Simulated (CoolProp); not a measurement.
CH2F2 (R32) at 359.42 K and 0.137 MPa flows at 22 m/s in a round tube of 50 mm bore and 45 µm roughness, fully developed (64/Re and Nu = 3.66 if laminar; Colebrook and Gnielinski if turbulent). Each further row changes one setting.

Values from CoolProp's reference Helmholtz-energy equation of state, Tillner-Roth 1997.

```tsv
case	Reynolds number	Darcy friction factor	pressure drop (Pa/m)	heat-transfer coefficient (W/(m² K))	mass flow (kg/h)
as stated	165000	0.0209	[?]	141	374
velocity 44 m/s	329000	[?]	936	[?]	[?]
diameter 100 mm	329000	0.0178	104	[?]	1500
```

Q: What belongs in the gaps?

A: 
- as stated, pressure drop (Pa/m): 243
- velocity 44 m/s, Darcy friction factor: 0.0201
- velocity 44 m/s, heat-transfer coefficient (W/(m² K)): 272
- velocity 44 m/s, mass flow (kg/h): 748
- diameter 100 mm, heat-transfer coefficient (W/(m² K)): 120

Viscosity comes from a separate model (Bell 2016), an estimate that may be off by 10 % or more. Thermal conductivity comes from a separate model (Huber 2003), an estimate that may be off by 10 % or more.
